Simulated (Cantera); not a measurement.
A closed system holds: 1 mol Cu2O, 8 mol CO, 0.47 mol H2, held at 0.360 bar.

Cantera equilibrium calculation (NASA polynomials, part measured and part estimated; ideal gas, pure solids and liquids). Candidate condensed phases: C, C6H6, C7H8, C8H18, Cu, CuO, Cu(OH)2, Cu2O, H2O; 113 gas species. Equilibrium is a limit: real reactors are often held back by kinetics, nucleation or transport.

x: gas mole fraction; n: condensed amount in mol.

```tsv
T (K)	x CO	x CO2	x Cu	x H2	x H2O	n Cu(l)
1450	0.839	0.105	9.55e-6	0.0427	0.0128	2.00
1525	0.840	0.104	3.46e-5	0.0416	0.0139	2.00
1600	0.841	0.103	___	0.0405	0.0149	2.00
1675	0.842	0.102	0.000317	0.0396	0.0159	2.00
1750	0.843	0.101	0.000830	0.0386	0.0168	1.99
1825	0.842	0.100	0.00200	0.0377	0.0176	1.98
1900	0.841	0.0992	0.00449	0.0368	0.0183	1.96
1975	0.837	0.0980	0.00945	0.0359	0.0189	1.92
2050	0.830	0.0965	0.0188	0.0348	0.0193	1.84
2125	0.816	0.0943	___	0.0334	0.0194	___
2200	0.791	0.0909	0.0644	0.0317	0.0192	1.41
```

Problem. Fill in the missing entries.

Solution. 
- 1600, x Cu: 0.000110
- 2125, x Cu: 0.0356
- 2125, n Cu(l): 1.68
